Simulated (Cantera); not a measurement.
Input: 1 mol SiH4, 12 mol O2, 2.1 mol N2, held at 1373 K and 5.50 mbar.

Equilibrium computed with Cantera from the NASA thermochemical tables; the gas is ideal and each condensed phase is pure. Candidate condensed phases: H2O, Si, SiO2, Si2N2O, Si3N4; 35 gas species. The tables hold silica as quartz up to 1696 K and as liquid above; real silica turns to tridymite and cristobalite and melts near 1996 K. Kinetics and transport are ignored.

Question: What is the equilibrium state?

Answer: 
| Item | Result |
|---|---|
| x(O2) | 0.709 |
| x(N2) | 0.149 |
| x(H2O) | 0.142 |
| x(NO) | 0.000495 |
| x(OH) | 0.000139 |
| x(O) | 7.00e-6 |
| n(SiO2(β-quartz)) | 1.00 mol |
| gas amount | 14.10 mol |
| log10 activity of Si(s) (absent) | -22.90 |
